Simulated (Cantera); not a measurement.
Input: 1 mol Si3N4, 0.49 mol N2O, 110 mol H2, equilibrated at 0.0200 bar.

Equilibrium computed with Cantera from the NASA thermochemical tables; the gas is ideal and each condensed phase is pure. Candidate condensed phases: H2O, Si, SiO2, Si2N2O, Si3N4; 35 gas species. Gases not in the tables: Si2H6 and higher silanes. The numbers say what is thermodynamically allowed, not how fast it happens.

Q: At 1577 °C, list the 4 most abundant gas species with their mole fractions, and the condensed phases.

A: H2 0.970, N2 0.0220, SiO 0.00433, H 0.00375. Condensed: Si(l).
